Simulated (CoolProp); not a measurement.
Octamethylcyclotetrasiloxane (D4) along the isotherm 454 K: Z from the reference equation and from simpler models built on Tc = 586.5 K, pc = 13.47 bar, ω = 0.598; each cubic takes its own stable root.

The numbers come from the reference Helmholtz-energy equation of state, Thol 2015 in CoolProp.

```
p (bar)   phase  reference
-------  ------  ---------
0.421       gas     0.9707
0.842       gas     0.9397
1.26     liquid    0.01306
1.68     liquid    0.01741
2.11     liquid    0.02185
2.53     liquid    0.02619
2.95     liquid    0.03053
3.37     liquid    0.03487
3.79     liquid    0.03920
4.21     liquid    0.04353
4.63     liquid    0.04786
5.05     liquid    0.05219
5.47     liquid    0.05651
5.89     liquid    0.06083
6.32     liquid    0.06525
6.74     liquid    0.06957
```

**Question.** How far does each simpler model (van der Waals, Redlich-Kwong, Soave-Redlich-Kwong, Peng-Robinson) lie from the reference over these 16 states: mean and median of the absolute difference, and the worst?

**Answer.** 
- van der Waals: mean 1806.0 %, median 894.2 %, worst +7148.9 % at 454 K and 1.26 bar
- Redlich-Kwong: mean 1213.7 %, median 21.9 %, worst +7027.1 % at 454 K and 1.26 bar
- Soave-Redlich-Kwong: mean 9.1 %, median 10.3 %, worst +10.5 % at 454 K and 1.26 bar
- Peng-Robinson: mean 2.2 %, median 2.5 %, worst -2.7 % at 454 K and 6.74 bar

At some of these states van der Waals, Redlich-Kwong gives the other phase, because its saturation line lies elsewhere.
